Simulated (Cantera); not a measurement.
## Formation from one mole of O₂

Source: NASA polynomial tables (part measured, part estimated), evaluated in Cantera. Values are per mole of reaction as written; species without (g) are pure solids or liquids, kept so even where they would boil at 1 bar.

0.8 Ta + O₂(g) ⇌ 0.4 Ta₂O₅

```json
[
 {"T (K)": "300", "ΔH° (kJ)": "-818.4", "ΔS° (J/K)": "-181.0", "ΔG° (kJ)": "-764.1", "log10 K": "133.04", "condensed phases": "Ta(s), Ta₂O₅(s)"},
 {"T (K)": "2448", "ΔH° (kJ)": "-731.6", "ΔS° (J/K)": "-126.8", "ΔG° (kJ)": "-421.1", "log10 K": "8.99", "condensed phases": "Ta(s), Ta₂O₅(l)"},
 {"T (K)": "2498", "ΔH° (kJ)": "-730.0", "ΔS° (J/K)": "-126.2", "ΔG° (kJ)": "-414.8", "log10 K": "8.67", "condensed phases": "Ta(s), Ta₂O₅(l)"},
 {"T (K)": "2548", "ΔH° (kJ)": "-728.5", "ΔS° (J/K)": "-125.6", "ΔG° (kJ)": "-408.5", "log10 K": "8.37", "condensed phases": "Ta(s), Ta₂O₅(l)"},
 {"T (K)": "2598", "ΔH° (kJ)": "-727.0", "ΔS° (J/K)": "-125.0", "ΔG° (kJ)": "-402.3", "log10 K": "8.09", "condensed phases": "Ta(s), Ta₂O₅(l)"},
 {"T (K)": "2648", "ΔH° (kJ)": "-725.5", "ΔS° (J/K)": "-124.4", "ΔG° (kJ)": "-396.0", "log10 K": "7.81", "condensed phases": "Ta(s), Ta₂O₅(l)"},
 {"T (K)": "2698", "ΔH° (kJ)": "-724.0", "ΔS° (J/K)": "-123.9", "ΔG° (kJ)": "-389.8", "log10 K": "7.55", "condensed phases": "Ta(s), Ta₂O₅(l)"}
]
```

0.6667 Cr + O₂(g) ⇌ 0.6667 CrO₃(g)

```
T (K)  ΔH° (kJ)  ΔS° (J/K)  ΔG° (kJ)  log10 K  condensed phases
-----  --------  ---------  --------  -------  ----------------
300      -195.3      -43.5    -182.2    31.73             Cr(s)
2448     -226.9      -63.1     -72.4     1.54             Cr(l)
2498     -227.4      -63.3     -69.2     1.45             Cr(l)
2548     -227.9      -63.5     -66.0     1.35             Cr(l)
2598     -228.4      -63.7     -62.9     1.26             Cr(l)
2648     -228.9      -63.9     -59.7     1.18             Cr(l)
2698     -229.5      -64.1     -56.5     1.09             Cr(l)
```

Zr + O₂(g) ⇌ ZrO₂

```csv
T (K),ΔH° (kJ),ΔS° (J/K),ΔG° (kJ),log10 K,condensed phases
300,-1097.5,-193.6,-1039.4,180.97,"Zr(α), ZrO₂(monoclinic)"
2448,-1102.7,-186.4,-646.3,13.79,"Zr(l), ZrO₂(tetragonal)"
2498,-1103.0,-186.5,-637.0,13.32,"Zr(l), ZrO₂(tetragonal)"
2548,-1103.3,-186.7,-627.7,12.87,"Zr(l), ZrO₂(tetragonal)"
2598,-1103.6,-186.8,-618.3,12.43,"Zr(l), ZrO₂(tetragonal)"
2648,-1103.9,-186.9,-609.0,12.01,"Zr(l), ZrO₂(s)"
2698,-1104.3,-187.0,-599.6,11.61,"Zr(l), ZrO₂(s)"
```

2 C + O₂(g) ⇌ 2 CO(g)

```csv
T (K),ΔH° (kJ),ΔS° (J/K),ΔG° (kJ),log10 K
300,-221.0,178.8,-274.7,47.82
2448,-245.1,163.8,-646.2,13.79
2498,-246.0,163.5,-654.4,13.68
2548,-246.9,163.2,-662.6,13.58
2598,-247.7,162.8,-670.7,13.49
2648,-248.6,162.5,-678.9,13.39
2698,-249.5,162.2,-687.0,13.30
```
